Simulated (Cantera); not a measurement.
Input: 1 mol Mg(OH)2, 1.1 mol CO2, 0.055 mol C, at 0.000390 bar.

Cantera equilibrium calculation (NASA polynomials, part measured and part estimated; ideal gas, pure solids and liquids). Candidate condensed phases: C, C6H6, C7H8, C8H18, H2O, Mg, MgCO3, MgO, Mg(OH)2; 116 gas species. The numbers say what is thermodynamically allowed, not how fast it happens.

log p: log10 of the partial pressure in bar; n: condensed amount in mol.

```tsv
T (K)	log p CO2	log p H2O	log p CO	log p H2	log p O2	log p OH	log p H	n MgO(s)
500	-3.68	-3.79	-6.74	-4.71	<-15	<-15	<-15	1.00
650	-3.68	-3.79	-5.82	-4.74	<-15	<-15	<-15	1.00
800	-3.69	-3.78	-5.35	-4.81	<-15	<-15	-13.94	1.00
950	-3.70	-3.77	…	…	<-15	…	…	1.00
1100	-3.70	-3.76	-4.97	-5.04	-15.22	-11.18	-10.11	1.00
1250	-3.71	-3.76	-4.90	-5.14	-12.16	-9.49	-8.89	1.00
1400	-3.71	-3.76	-4.85	…	…	…	…	1.00
1550	-3.71	-3.75	-4.82	-5.31	-7.77	-7.07	-7.16	1.000
1700	-3.72	-3.76	-4.78	-5.35	-6.21	-6.20	-6.51	1.000
1850	-3.75	-3.77	-4.59	-5.22	-5.25	-5.56	-5.88	1.000
2000	-3.83	-3.82	-4.33	-4.98	-4.75	-5.12	-5.28	0.993
```

Problem. Fill in the missing entries.

Solution. 
- 950, log p CO: -5.10
- 950, log p H2: -4.92
- 950, log p OH: -13.40
- 950, log p H: -11.72
- 1400, log p H2: -5.23
- 1400, log p O2: -9.73
- 1400, log p OH: -8.15
- 1400, log p H: -7.93
